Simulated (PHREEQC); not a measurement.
Solution (25 °C): 0.0026 mol/kgw HF, 0.0005 mol/kgw NH4F and 0.00037 mol/kgw (NH4)2SiF6. Closed to the air; pH follows from the charge balance.

Model: ion-association model, wateq4f.dat, run in PHREEQC.

| quantity | before | after |
|---|---|---|
| pH | 3.06 | 3.59 |
| ionic strength (mol/kgw) | 0.00248 | 0.000386 |
| HF (mol/kgw) | 0.00182 | 0.000145 |
| F- (mol/kgw) | 0.00148 | 0.000386 |
| SiF6-2 (mol/kgw) | 0.000329 | 7.70e-10 |
| H4SiO4 (mol/kgw) | 4.07e-5 | 3.70e-5 |
| SI of Quartz (SiO2) | -0.41 | -0.45 |

Question: Name the change that produced these shifts.
A) temperature from 25 to 45 °C
B) (NH4)2SiF6 from 0.00037 to 0.000555 mol/kgw
C) 0.00099 mol/kgw H2SO4 added
D) diluted 10-fold with water

Answer: D, diluted 10-fold with water

No solid was allowed to form. SiF6-2 is the database's only silicon fluoride.
